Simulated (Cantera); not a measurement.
Input (Python, Cantera):

```python
import numpy as np
import cantera as ct

gas = ct.Solution("h2o2.yaml")
gas.TPX = 475, 20000, {'H2': 1, 'O2': 0.357, 'N2': 1.34}
flame = ct.FreeFlame(gas, width=0.12)
flame.set_refine_criteria(ratio=3, slope=0.08, curve=0.16)
flame.transport_model = "mixture-averaged"
flame.solve(loglevel=0, auto=True)
z, T = flame.grid, flame.T
thick = (T[-1] - T[0]) / np.gradient(T, z).max()
show = ['H2', 'O2', 'H', 'O', 'H2O', 'HO2']
print(f"laminar burning velocity  {flame.velocity[0] * 100:.3f} cm/s")
print(f"burnt temperature         {T[-1]:.1f} K")
print(f"thermal thickness         {thick * 1e3:.4f} mm")
print(f"grid points               {len(z)}")
z0 = z[flame.heat_release_rate.argmax()]
print(f"{'z/mm':>9s}{'T/K':>9s}{'u/(m/s)':>9s}" + "".join(f"{s:>11s}" for s in show))
rows = []
for k in (-3, -2, -1.5, -1, -0.5, -0.25, 0, 0.25, 0.5, 1, 2, 4, 8):
    zz = z0 + k * thick
    rows.append([k * thick, np.interp(zz, z, T), np.interp(zz, z, flame.velocity),
                 *(np.interp(zz, z, flame.X[gas.species_index(s)]) for s in show)])
    print(f"{rows[-1][0] * 1e3:9.3f}{rows[-1][1]:9.1f}{rows[-1][2]:9.3f}" + "".join(f"{x:11.3e}" for x in rows[-1][3:]))
```

Output:

```
laminar burning velocity  493.236 cm/s
burnt temperature         2369.4 K
thermal thickness         3.4262 mm
grid points               145
     z/mm      T/K  u/(m/s)         H2         O2          H          O        H2O        HO2
  -10.278    475.0    4.932  3.708e-01  1.324e-01  2.787e-18  9.172e-18 -2.002e-15  9.825e-15
   -6.852    475.0    4.932  3.708e-01  1.324e-01  1.107e-14  4.894e-15  1.369e-13  2.129e-12
   -5.139    475.0    4.932  3.708e-01  1.324e-01  4.383e-12  4.438e-13  1.063e-11  1.912e-10
   -3.426    475.0    4.932  3.708e-01  1.324e-01  5.010e-09  1.372e-10  3.571e-09  4.902e-08
   -1.713    481.5    4.992  3.695e-01  1.324e-01  9.910e-05  3.719e-06  2.577e-04  8.790e-05
   -0.857    658.3    6.720  3.435e-01  1.279e-01  8.020e-03  1.633e-04  1.418e-02  6.172e-05
    0.000   1099.1   10.862  2.092e-01  8.301e-02  6.798e-02  5.499e-03  1.116e-01  2.029e-05
    0.857   1388.2   13.560  1.004e-01  1.950e-02  1.082e-01  8.780e-03  2.289e-01  4.488e-06
    1.713   1502.9   14.579  9.164e-02  1.087e-02  1.034e-01  8.166e-03  2.460e-01  2.258e-06
    3.426   1631.6   15.687  9.682e-02  8.838e-03  8.908e-02  7.490e-03  2.514e-01  1.598e-06
    6.852   1771.8   16.859  1.025e-01  7.084e-03  7.312e-02  6.327e-03  2.576e-01  1.133e-06
   13.705   1920.8   18.066  1.072e-01  5.165e-03  5.684e-02  4.771e-03  2.656e-01  7.596e-07
   27.409   2062.0   19.176  1.107e-01  3.372e-03  4.197e-02  3.164e-03  2.746e-01  4.949e-07
```

Model: the H2/O2 subset of GRI-Mech 3.0, which has no nitrogen chemistry, integrated in Cantera. Burning velocities carry a grid error of a few per cent, more on coarse grids.
